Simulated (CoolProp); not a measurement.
Computed with CoolProp (reference Helmholtz-energy equation of state, Wagner 2002).

Task: Give the vapour pressure (bar), vapour density (kg/m³), liquid cp (kJ/(kg K)) of saturated water at 131.15, 141.25 °C.

Result: 
```json
[
 {"T (°C)": "131.15", "p (bar)": "2.80", "vapour density (kg/m³)": "1.55", "liquid cp (kJ/(kg K))": "4.26"},
 {"T (°C)": "141.25", "p (bar)": "3.75", "vapour density (kg/m³)": "2.03", "liquid cp (kJ/(kg K))": "4.29"}
]
```
